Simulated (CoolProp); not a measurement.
The fluid at 332.83 K and 0.874 MPa is throttled through a valve to 0.118 MPa with no heat exchange. The same conditions are run with several fluids, on thermodynamics alone (safety and materials aside).

Model: reference Helmholtz-energy equation of state of each fluid (n-heptane: Span 2003; R11: Jacobsen 1992; cis-2-butene: Lemmon 2005; isohexane: Lemmon 2006; neopentane: Lemmon 2006), in CoolProp.

```json
[
 {"fluid": "n-heptane", "temperature change (K)": "+0.3", "final phase": "liquid", "final density (kg/m³)": "649"},
 {"fluid": "R11", "temperature change (K)": "-31.6", "final phase": "two-phase, vapour fraction 0.160", "final density (kg/m³)": "41.3"},
 {"fluid": "cis-2-butene", "temperature change (K)": "-51.9", "final phase": "two-phase, vapour fraction 0.291", "final density (kg/m³)": "10.1"},
 {"fluid": "isohexane", "temperature change (K)": "+0.2", "final phase": "liquid", "final density (kg/m³)": "615"},
 {"fluid": "neopentane", "temperature change (K)": "-45.9", "final phase": "two-phase, vapour fraction 0.351", "final density (kg/m³)": "10.6"}
]
```
